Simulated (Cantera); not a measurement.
Cantera run:

```python
import numpy as np
import cantera as ct

gas_names = """
    C CH CH2 CH3 CH2OH CH3O CH4 CH3OH CN CO CO2 COOH C2 C2H CHCO,ketyl C2H2,acetylene C2H2,vinylidene
    CH2CO,ketene C2H3,vinyl CH3CN CH3CO,acetyl C2H4 C2H4O,ethylen CH3CHO,ethanal CH3COOH (HCOOH)2 C2H5
    C2H6 CH3OCH3 C2H5OH CCN CNC C2N2 C2O C3 C3H3,propargyl C3H4,allene C3H4,propyne C3H4,cyclo-
    C3H5,allyl C3H6,propylene C3H6,cyclo- C3H6O C3H7,n-propyl C3H7,i-propyl C3H8 C3H8O,1propanol
    C3H8O,2propanol C3O2 C4 C4H2 C4H4,1,3-cyclo- C4H6,butadiene C4H6,2-butyne C4H6,cyclo- C4H8,1-butene
    C4H8,cis2-buten C4H8,tr2-butene C4H8,isobutene C4H8,cyclo- (CH3COOH)2 C4H9,n-butyl C4H9,i-butyl
    C4H9,s-butyl C4H9,t-butyl C4H10,isobutane C4H10,n-butane C4N2 C5 C5H6,1,3cyclo- C5H8,cyclo-
    C5H10,1-pentene C5H10,cyclo- C5H11,pentyl C5H11,t-pentyl C5H12,n-pentane C5H12,i-pentane
    CH3C(CH3)2CH3 C6H2 C6H5,phenyl C6H5O,phenoxy C6H6 C6H5OH,phenol C6H10,cyclo- C6H12,1-hexene
    C6H12,cyclo- C6H13,n-hexyl C7H7,benzyl C7H8 C7H8O,cresol C7H14,1-heptene C7H15,n-heptyl
    C7H16,n-heptane C8H8,styrene C8H10,ethylbenz C8H16,1-octene C8H17,n-octyl C8H18,isooctane
    C8H18,n-octane C9H19,n-nonyl C10H8,naphthale C10H21,n-decyl C12H9,o-bipheny C12H10,bipheny H HCN HCO
    HCCN HNC HNCO HNO HNO2 HNO3 HO2 H2 HCHO,formaldehy HCOOH H2O H2O2 N NCO NH NH2 NH3 NH2OH NO NO2 NO3
    N2 N2H2 N2H4 N2O O OH O2 O3 Si SiC SiC2 SiC4H12 SiH SiH2 SiH3 SiH4 SiN SiO SiO2 Si2 Si2C Si2N Si3
""".split()
cond_names = """
    C(gr) C6H6(L) C7H8(L) C8H18(L),n-octa H2O(s) H2O(L) Si(cr) Si(L) SiC(b) SiO2(Lqz) SiO2(hqz) SiO2(L)
    Si2N2O(s) Si3N4(a)
""".split()


def load(file, names, dense=False):
    # The tables refer to 1 bar. Condensed volumes are neglected.
    table = {s.name: s for s in ct.Species.list_from_file(file)}
    out = []
    for n in names:
        d = dict(table[n].input_data)
        d["thermo"] = dict(d["thermo"], **{"reference-pressure": 1e5})
        if dense:
            d["equation-of-state"] = {"model": "constant-volume", "density": "1e6 g/cm^3"}
        out.append(ct.Species.from_dict(d))
    return out


gas = ct.Solution(thermo="ideal-gas", species=load("nasa_gas.yaml", gas_names))
cond = {s.name: ct.Solution(thermo="fixed-stoichiometry", species=[s], name=s.name)
        for s in load("nasa_condensed.yaml", cond_names, dense=True)}
atoms = {
    'TEOS': {'Si': 1, 'C': 8, 'H': 20, 'O': 4},
    'NO': {'N': 1, 'O': 1},
    'H2': {'H': 2},
}
top_T = {'C(gr)': 4500, 'SiC(b)': 3050, 'Si2N2O(s)': 2100, 'Si3N4(a)': 2400}  # K; cautious upper limits of use, not melting points


def equilibrate(T, P, feed):
    n = {}
    for name, mol in feed.items():
        for a, k in atoms[name].items():
            n[a] = n.get(a, 0.0) + k * mol
    gas.TPX = T, P, n
    mass = sum(n.values()) * gas.mean_molecular_weight
    gas.equilibrate("TP")
    valid = [c for c in cond.values() if c.min_temp <= T <= top_T.get(c.name, c.max_temp)]
    mix = ct.Mixture([(gas, mass / gas.mean_molecular_weight)] + [(c, 0.0) for c in valid])
    mix.T, mix.P = T, P
    mix.equilibrate("TP", solver="vcs", rtol=1e-11, max_steps=5000)
    return mix


results = []
feed = {'TEOS': 1, 'NO': 20, 'H2': 2.3}  # mol
T = 1273  # K
P = 27000  # Pa
mix = equilibrate(T, P, feed)
results.append((T, P, feed, dict(zip(mix.species_names, mix.species_moles))))
x = sorted(zip(gas.X, gas.species_names), reverse=True)
print(f"T = {T:g} K  P = {P:g} Pa  gas = {mix.phase_moles(0):.4g} mol")
print("   x: " + "  ".join(f"{s} {v:.3e}" for v, s in x if v > 0.001))
print("   condensed (mol): " + ("  ".join(f"{mix.phase(i).name} {mix.phase_moles(i):.4g}"
      for i in range(1, mix.n_phases) if mix.phase_moles(i) > 1e-12) or "none"))
```

It prints:

```
T = 1273 K  P = 27000 Pa  gas = 30.3 mol
   x: N2 3.300e-01  H2O 2.974e-01  CO2 1.646e-01  H2 1.085e-01  CO 9.941e-02
   condensed (mol): SiO2(hqz) 1
```

Equilibrium computed with Cantera from the NASA thermochemical tables; the gas is ideal and each condensed phase is pure. The feed counts by its element totals alone. The tables hold silica as quartz up to 1696 K and as liquid above; real silica turns to tridymite and cristobalite and melts near 1996 K. Gases not in the tables: Si(OH)4.
